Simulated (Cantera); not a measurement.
# Thermodynamics of iron carbonyl, mercury and lead vapours, feed Pb + O2 + N2

A closed system holds: 1 mol Pb, 0.12 mol O2, 21 mol N2, equilibrated at 1.40 mbar.

Cantera equilibrium calculation (NASA polynomials, part measured and part estimated; ideal gas, pure solids and liquids). Candidate condensed phases: Pb, PbO, PbO2, Pb3O4; 12 gas species. Mutual solubility and eutectic melting of coexisting phases are not modelled. Equilibrium is a limit: real reactors are often held back by kinetics, nucleation or transport.

At 573 K the condensed part is Pb(s) + PbO(red). From 623 K to 723 K the condensed part is Pb(l) + PbO(red). From 773 K to 1023 K the condensed part is Pb(l) + PbO(yellow). From 1073 K to 1123 K the condensed part is PbO(yellow). At 1173 K nothing is condensed.

| T (K) | x N2 | x Pb | x PbO | x O2 | x NO | x Pb2 | n Pb(s) | n PbO(red) | n Pb(l) | n PbO(yellow) |
|---|---|---|---|---|---|---|---|---|---|---|
| 573 | 1.00 | 5.95e-10 | <1e-12 | <1e-12 | <1e-12 | <1e-12 | 0.760 | 0.240 | 0 | 0 |
| 623 | 1.00 | 1.48e-8 | <1e-12 | <1e-12 | <1e-12 | <1e-12 | 0 | 0.240 | 0.760 | 0 |
| 673 | 1.00 | 2.19e-7 | 1.68e-11 | <1e-12 | <1e-12 | <1e-12 | 0 | 0.240 | 0.760 | 0 |
| 723 | 1.000 | 2.21e-6 | 5.54e-10 | <1e-12 | <1e-12 | <1e-12 | 0 | 0.240 | 0.760 | 0 |
| 773 | 1.000 | 1.65e-5 | 1.15e-8 | <1e-12 | <1e-12 | <1e-12 | 0 | 0 | 0.760 | 0.240 |
| 823 | 1.000 | 9.59e-5 | 1.62e-7 | <1e-12 | <1e-12 | 1.18e-11 | 0 | 0 | 0.758 | 0.240 |
| 873 | 1.000 | 0.000454 | 1.68e-6 | <1e-12 | 5.38e-12 | 1.60e-10 | 0 | 0 | 0.750 | 0.240 |
| 923 | 0.998 | 0.00181 | 1.35e-5 | 3.15e-12 | 5.45e-11 | 1.63e-9 | 0 | 0 | 0.722 | 0.240 |
| 973 | 0.994 | 0.00625 | 8.64e-5 | 5.87e-11 | 4.33e-10 | 1.30e-8 | 0 | 0 | 0.628 | 0.238 |
| 1023 | 0.980 | 0.0190 | 0.000459 | 8.17e-10 | 2.79e-9 | 8.39e-8 | 0 | 0 | 0.352 | 0.230 |
| 1073 | 0.963 | 0.0349 | 0.00208 | 1.98e-8 | 2.24e-8 | 2.02e-7 | 0 | 0 | 0 | 0.195 |
| 1123 | 0.957 | 0.0346 | 0.00817 | 1.09e-6 | 2.62e-7 | 1.48e-7 | 0 | 0 | 0 | 0.0606 |
| 1173 | 0.955 | 0.0346 | 0.0109 | 6.15e-6 | 9.44e-7 | 1.11e-7 | 0 | 0 | 0 | 0 |
x: gas mole fraction; n: condensed amount in mol.
